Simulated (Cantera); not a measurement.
A Cantera script and its output.

```python
import numpy as np
import cantera as ct

surf = ct.Interface("diamond.yaml", "diamond_100")
gas, bulk = surf.adjacent["gas"], surf.adjacent["diamond"]
k = surf.kinetics_species_index(bulk.species_names[0])
cover = ["c6HH", "c6H*", "c6*H", "c6**", "c6HM", "c6B"]

rows, drift = [], 0.0
print(f"{'xCH3':>10s}{'um/h':>11s}" + "".join(f"{s:>11s}" for s in cover))
for v in [1e-06, 2.8e-06, 7.7e-06, 2.1e-05, 6e-05, 0.00017, 0.00046, 0.0013, 0.0035]:
    T, P, xH, xCH3 = 1173, 7500, 0.0014, v
    gas.TPX = T, P, {"H": xH, "CH3": xCH3, "CH4": 0.013, "H2": 1 - xH - xCH3 - 0.013}
    surf.TP = bulk.TP = T, P
    surf.coverages = "c6H*:0.1, c6HH:0.9"
    surf.advance_coverages(100.0)
    before = surf.coverages
    surf.advance_coverages(100.0)
    drift = max(drift, np.max(np.abs(surf.coverages - before) / (surf.coverages + 1e-9)))
    rate = surf.net_production_rates[k] * bulk.mean_molecular_weight / bulk.density * 3.6e9
    rows.append([rate, *surf[cover].coverages])
    print(f"{v:10.4g}{rate:11.4e}" + "".join(f"{x:11.3e}" for x in rows[-1][1:]))
```

Result:

```
      xCH3       um/h       c6HH       c6H*       c6*H       c6**       c6HM        c6B
     1e-06 1.7523e-02  4.714e-01  3.488e-02  4.711e-01  2.254e-02  3.903e-05  4.755e-11
   2.8e-06 4.9051e-02  4.714e-01  3.488e-02  4.710e-01  2.253e-02  1.093e-04  1.331e-10
   7.7e-06 1.3480e-01  4.712e-01  3.487e-02  4.709e-01  2.250e-02  3.003e-04  3.658e-10
   2.1e-05 3.6693e-01  4.709e-01  3.483e-02  4.704e-01  2.244e-02  8.176e-04  9.957e-10
     6e-05 1.0425e+00  4.697e-01  3.474e-02  4.691e-01  2.225e-02  2.325e-03  2.829e-09
   0.00017 2.9086e+00  4.666e-01  3.448e-02  4.656e-01  2.173e-02  6.501e-03  7.893e-09
   0.00046 7.5678e+00  4.588e-01  3.382e-02  4.568e-01  2.047e-02  1.702e-02  2.054e-08
    0.0013 1.9305e+01  4.387e-01  3.215e-02  4.341e-01  1.743e-02  4.409e-02  5.239e-08
    0.0035 4.1999e+01  3.983e-01  2.878e-02  3.887e-01  1.228e-02  9.911e-02  1.140e-07
```

Detailed kinetics in Cantera: the Harris–Goodwin 1993 mechanism for the reconstructed diamond (100) surface.
